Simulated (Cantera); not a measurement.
Input: 1 mol B₂H₆, 8.1 mol O₂, 0.23 mol H₂, 19 mol NH₃, held at 827 °C and 1.00 bar.

These are equilibrium values from Cantera (NASA tables, ideal gas, pure condensed phases), not measurements of a reactor. Candidate condensed phases: B, BN, B₂O₃, B₃O₃H₃, H₂O; 39 gas species. The feed counts by its element totals alone. Gases not in the tables: H₃BO₃. Equilibrium is a limit: real reactors are often held back by kinetics, nucleation or transport.

Base state: H₂ 0.450, H₂O 0.316, N₂ 0.231, (HBO₂)₃ 0.00310, HBO₂ 9.80e-5, NH₃ 4.61e-5 (mole fractions); condensed: B₂O₃(l).

Task: What changes in the equilibrium state with this change: pressure from 1.00 bar to 67.0 mbar?

Result: 
| species | before | after |
|---|---|---|
| H₂ | 0.450 | 0.450 |
| H₂O | 0.316 | 0.319 |
| N₂ | 0.231 | 0.230 |
| (HBO₂)₃ | 0.00310 | 0.000814 |
| NH₃ | 4.61e-5 | 3.08e-6 |
| HBO₂ | 9.80e-5 | 0.000380 |
| B₂O₃(l), mol | 0.806 | 0.942 |
